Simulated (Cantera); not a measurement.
Input: 1 mol PbO, 87 mol H2, 23 mol N2, at 2173.15 K and 750 Torr.

Equilibrium computed with Cantera from the NASA thermochemical tables; the gas is ideal and each condensed phase is pure. Candidate condensed phases: H2O, Pb, PbO, PbO2, Pb3O4; 27 gas species. The numbers say what is thermodynamically allowed, not how fast it happens.

Base state: H2 0.771, N2 0.207, Pb 0.00899, H2O 0.00898, H 0.00424 (mole fractions); condensed: gas only.

Task: What changes in the equilibrium state with this change: H2 from 87 to 0.58 mol?

Result: 
```json
[
 {"species": "N2", "before": "0.207", "after": "0.932"},
 {"species": "Pb", "before": "0.00899", "after": "0.0291"},
 {"species": "H2O", "before": "0.00898", "after": "0.0227"},
 {"species": "H2", "before": "0.771", "after": "0.000469"},
 {"species": "PbO", "before": "8.55e-7", "after": "0.0115"},
 {"species": "O2", "before": "<1e-9", "after": "0.00216"},
 {"species": "NO", "before": "1.49e-7", "after": "0.00131"},
 {"species": "O", "before": "2.55e-8", "after": "0.000106"},
 {"species": "OH", "before": "6.62e-6", "after": "0.000677"}
]
```
Gases not in the tables: (PbO)n polymers.

Task: What changes in the equilibrium state with this change: PbO replaced by PbS?

Result: 
```csv
species,before,after
H2,0.771,0.773
N2,0.207,0.206
Pb,0.00899,0.00772
H2O,0.00898,0
H2S,0,0.00531
SH,0,0.00161
PbS,0,0.00126
S2,0,0.000322
S,0,0.000162
H,0.00424,0.00425
```
Further candidate phases: PbS, S.
